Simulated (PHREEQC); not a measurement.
Brine: an equilibrium model

Consider water at 20 °C with 1.1 mol MgCl2 and 1 mol Na2SO4 per kg of water. Closed to the air; pH follows from the charge balance.

The numbers come from PHREEQC with the Pitzer model, pitzer.dat.

The ionic strength is 6.30 mol/kgw and the activity of water is 0.885. The density comes out as 1.182 g/cm³ and the osmotic coefficient is 1.074.

| species | molality | activity | log γ |
|---|---|---|---|
| Cl- | 2.20 | 1.34 | -0.214 |
| Na+ | 2.00 | 2.00 | 0.000 |
| Mg+2 | 1.10 | 0.803 | -0.136 |
| SO4-2 | 1.00 | 0.00988 | -2.005 |
| MgOH+ | 1.46e-6 | 8.52e-7 | -0.233 |
| HSO4- | 1.08e-6 | 6.82e-7 | -0.200 |

This is a speciation only: nothing precipitates in the calculation.
